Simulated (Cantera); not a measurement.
A closed system holds: 1 mol borazine, 0.34 mol H2O, a varied amount of N2, held at 0.00140 bar.

These are equilibrium values from Cantera (NASA tables, ideal gas, pure condensed phases), not measurements of a reactor. Candidate condensed phases: B, BN, B2O3, B3O3H3, H2O; 39 gas species. The feed counts by its element totals alone. Mutual solubility and eutectic melting of coexisting phases are not modelled. Gases not in the tables: H3BO3. Equilibrium is a limit: real reactors are often held back by kinetics, nucleation or transport.

Stable condensed phases, one row left out:

```
T in K \ n(N2) in mol
         14 17 20 25 30 37 45 55
   2173   A  A  A  A  A  A  B  B
   2098   B  B  B  B  B  B  B  B
   2023   B  B  B  B  B  B  B  B
   1948   B  B  B  B  B  B  B  B
   1873   B  B  B  B  B  B  B  B
   1798   B  B  B  B  B  B  B  B
   1723   B  B  B  B  B  B  B  B
   1648   B  B  B  B  B  B  B  B
   1573   B  B  B  B  B  B  B  B
   1423   C  B  B  B  B  B  B  B
```

A: B; B: BN; C: BN + B2O3.

Question: Give the row for 1498 K.

Answer: 14: BN; 17: BN; 20: BN; 25: BN; 30: BN; 37: BN; 45: BN; 55: BN.
